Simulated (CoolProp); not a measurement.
Vapour-liquid equilibrium of CH2F2 (R32) (1) + propane (2) at 284.9 K; x and y are mole fractions of (1).

Values from CoolProp's multi-fluid Helmholtz-energy mixture model, Tillner-Roth 1997 and Lemmon 2009; pair parameters Bell 2016.

```json
[
 {"x": "0.05", "bubble pressure (kPa)": "877.8", "y at the bubble point": "0.238", "dew pressure at overall composition x (kPa)": "704.7", "liquid density (mol/L)": "?"},
 {"x": "0.125", "bubble pressure (kPa)": "1098", "y at the bubble point": "0.402", "dew pressure at overall composition x (kPa)": "765.8", "liquid density (mol/L)": "11.97"},
 {"x": "0.2", "bubble pressure (kPa)": "1240", "y at the bubble point": "0.484", "dew pressure at overall composition x (kPa)": "837.1", "liquid density (mol/L)": "12.20"},
 {"x": "0.275", "bubble pressure (kPa)": "1330", "y at the bubble point": "0.533", "dew pressure at overall composition x (kPa)": "920.9", "liquid density (mol/L)": "12.48"},
 {"x": "0.35", "bubble pressure (kPa)": "1387", "y at the bubble point": "0.566", "dew pressure at overall composition x (kPa)": "1020", "liquid density (mol/L)": "12.79"},
 {"x": "0.425", "bubble pressure (kPa)": "1424", "y at the bubble point": "0.592", "dew pressure at overall composition x (kPa)": "1136", "liquid density (mol/L)": "13.16"},
 {"x": "0.5", "bubble pressure (kPa)": "1448", "y at the bubble point": "0.613", "dew pressure at overall composition x (kPa)": "1269", "liquid density (mol/L)": "13.61"},
 {"x": "0.575", "bubble pressure (kPa)": "1462", "y at the bubble point": "0.634", "dew pressure at overall composition x (kPa)": "1401", "liquid density (mol/L)": "14.14"},
 {"x": "0.65", "bubble pressure (kPa)": "1468", "y at the bubble point": "?", "dew pressure at overall composition x (kPa)": "1468", "liquid density (mol/L)": "14.78"},
 {"x": "0.725", "bubble pressure (kPa)": "1464", "y at the bubble point": "0.685", "dew pressure at overall composition x (kPa)": "1442", "liquid density (mol/L)": "15.53"},
 {"x": "0.8", "bubble pressure (kPa)": "1443", "y at the bubble point": "0.723", "dew pressure at overall composition x (kPa)": "1374", "liquid density (mol/L)": "16.42"},
 {"x": "0.875", "bubble pressure (kPa)": "1392", "y at the bubble point": "0.782", "dew pressure at overall composition x (kPa)": "1295", "liquid density (mol/L)": "17.44"},
 {"x": "0.95", "bubble pressure (kPa)": "1286", "y at the bubble point": "0.884", "dew pressure at overall composition x (kPa)": "?", "liquid density (mol/L)": "18.61"}
]
```

Problem. Fill in the missing entries.

Solution. 
- 0.05, liquid density (mol/L): 11.75
- 0.65, y at the bubble point: 0.657
- 0.95, dew pressure at overall composition x (kPa): 1216

y crosses x between x = 0.65 and 0.725: the model has an azeotrope there.

Pair parameters are fitted to limited data, so mixtures are less certain than the pure fluids. With so large a gap from Raoult's law the liquid may split in two, which this calculation doesn't test in full.
